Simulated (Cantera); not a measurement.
Feed: 1 mol Cr, 0.64 mol NH₃, 94 mol N₂, equilibrated at 0.450 Pa.

These are equilibrium values from Cantera (NASA tables, ideal gas, pure condensed phases), not measurements of a reactor. Candidate condensed phases: Cr, CrN, Cr₂N; 11 gas species. The numbers say what is thermodynamically allowed, not how fast it happens.

**Question.** At 1775 °C, list the 4 most abundant gas species with their mole fractions, and the condensed phases.

**Answer.** N₂ 0.970, H 0.0191, Cr 0.0103, H₂ 0.000327. Condensed: gas only.
